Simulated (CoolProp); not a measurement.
Computed with CoolProp (reference Helmholtz-energy equation of state, Lemmon 2006). It is a short technical equation, of lower accuracy than the large ones.

Problem. For CH3F (R41), give the phase and the density (kg/m³), cp (kJ/(kg K)), cv (kJ/(kg K)), isothermal compressibility (1/MPa) at 309.5 K and 1690 kPa; 425 K and 1690 kPa.

Solution. 
- 309.5 K and 1690 kPa: gas; density 25.7, cp 1.45, cv 0.994, isothermal compressibility 0.689
- 425 K and 1690 kPa: gas; density 17.0, cp 1.43, cv 1.13, isothermal compressibility 0.618
